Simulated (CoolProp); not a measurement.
Saturated liquid density (kg/m³) of diethyl ether: the reference equation beside estimates from Tc = 194.7 °C, pc = 37.17 bar, ω = 0.282. Rackett uses Z = 0.29056 − 0.08775 ω.

Model: reference Helmholtz-energy equation of state, Thol 2014, in CoolProp.

| T (°C) | reference | Rackett | van der Waals | Soave-Redlich-Kwong | Peng-Robinson |
|---|---|---|---|---|---|
| 79.35 | 639.3 | 647.5 | 384.4 | 578.6 | 656.1 |
| 81.85 | 635.8 | 643.9 | 382.3 | 574.9 | 652.0 |
| 84.35 | 632.3 | 640.3 | 380.2 | 571.1 | 647.8 |
| 86.85 | 628.7 | 636.7 | 378.0 | 567.3 | 643.5 |
| 89.35 | 625.1 | 633.0 | 375.8 | 563.4 | 639.2 |
| 91.85 | 621.5 | 629.3 | 373.6 | 559.5 | 634.7 |
| 94.35 | 617.8 | 625.5 | 371.3 | 555.4 | 630.2 |
| 96.75 | 614.2 | 621.8 | 369.1 | 551.5 | 625.8 |
| 99.25 | 610.4 | 617.9 | 366.8 | 547.3 | 621.1 |
| 101.75 | 606.6 | 614.0 | 364.5 | 543.1 | 616.4 |
| 104.25 | 602.7 | 610.1 | 362.1 | 538.8 | 611.5 |
| 106.75 | 598.8 | 606.1 | 359.7 | 534.3 | 606.5 |
| 109.25 | 594.8 | 602.0 | 357.2 | 529.9 | 601.4 |

Absolute difference from the reference over all 13 rows, mean and median: Rackett 1.2 and 1.2 %, van der Waals 39.9 and 39.9 %, Soave-Redlich-Kwong 10.1 and 10.1 %, Peng-Robinson 2.0 and 2.0 %.
